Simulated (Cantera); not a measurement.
Input (Python, Cantera):

```python
import numpy as np
import cantera as ct

gas = ct.Solution("gri30.yaml")
gas.TPX = 1748, 90000, {'CH4': 1, 'O2': 5.26, 'N2': 13.7, 'CO2': 0.21}
reactor = ct.IdealGasConstPressureReactor(gas, energy="on", clone=False)
net = ct.ReactorNet([reactor])
net.rtol, net.atol = 1e-08, 1e-16
show = ['CH4', 'O2', 'HCN', 'H2O2', 'O']
times = np.geomspace(1e-06, 0.2, 14)

steps = ct.SolutionArray(gas, extra=["t"])
rows = []
print(f"{'t/s':>10s}{'T/K':>9s}{'P/Pa':>11s}" + "".join(f"{s:>11s}" for s in show))
for t in times:
    while net.time < t:
        t_next = net.step()
        steps.append(gas.state, t=t_next)
    rows.append([np.interp(t, steps.t, y) for y in (steps.T, steps.P, *steps(*show).X.T)])
    print(f"{t:10.3e}{rows[-1][0]:9.1f}{rows[-1][1]:11.4g}" + "".join(f"{x:11.3e}" for x in rows[-1][2:]))
rate = np.gradient(steps.T, steps.t)
print("integrator steps:", len(steps.t))
if steps.T.max() > steps.T[0] + 200:
    print(f"time of steepest temperature rise: {steps.t[rate.argmax()]:.4e} s")
gas.TPX = 1748, 90000, {'CH4': 1, 'O2': 5.26, 'N2': 13.7, 'CO2': 0.21}
gas.equilibrate("HP")
print(f"equilibrium (HP): T = {gas.T:.1f} K  " + "  ".join(f"{s} {gas[s].X[0]:.3e}" for s in show))
```

Result:

```
       t/s      T/K       P/Pa        CH4         O2        HCN       H2O2          O
 1.000e-06   1748.0      9e+04  4.958e-02  2.608e-01  5.084e-17  2.386e-09  1.968e-07
 2.557e-06   1748.0      9e+04  4.957e-02  2.608e-01  4.469e-16  1.052e-08  2.936e-07
 6.539e-06   1747.9      9e+04  4.956e-02  2.608e-01  3.731e-15  3.572e-08  3.939e-07
 1.672e-05   1747.8      9e+04  4.950e-02  2.607e-01  3.137e-14  1.048e-07  7.095e-07
 4.276e-05   1747.9      9e+04  4.919e-02  2.606e-01  3.768e-13  3.261e-07  2.260e-06
 1.094e-04   1783.1      9e+04  4.079e-02  2.534e-01  3.843e-10  7.206e-06  5.827e-05
 2.797e-04   2457.0      9e+04  8.568e-19  1.544e-01  1.619e-12  1.494e-07  1.411e-02
 7.152e-04   2558.4      9e+04  8.178e-19  1.557e-01  2.735e-12  2.539e-07  8.415e-03
 1.829e-03   2559.8      9e+04  8.009e-19  1.547e-01  3.643e-12  2.605e-07  8.078e-03
 4.677e-03   2554.0      9e+04  7.612e-19  1.527e-01  5.297e-12  2.564e-07  7.804e-03
 1.196e-02   2545.4      9e+04  7.038e-19  1.495e-01  7.289e-12  2.505e-07  7.407e-03
 3.058e-02   2540.1      9e+04  6.703e-19  1.476e-01  8.256e-12  2.468e-07  7.172e-03
 7.821e-02   2539.6      9e+04  6.671e-19  1.474e-01  8.341e-12  2.465e-07  7.150e-03
 2.000e-01   2539.6      9e+04  6.671e-19  1.474e-01  8.342e-12  2.465e-07  7.150e-03
integrator steps: 1552
time of steepest temperature rise: 1.3531e-04 s
equilibrium (HP): T = 2539.6 K  CH4 9.962e-19  O2 1.474e-01  HCN 8.342e-12  H2O2 2.465e-07  O 7.150e-03
```

Model: GRI-Mech 3.0 (53 species, 325 reactions), integrated in Cantera.
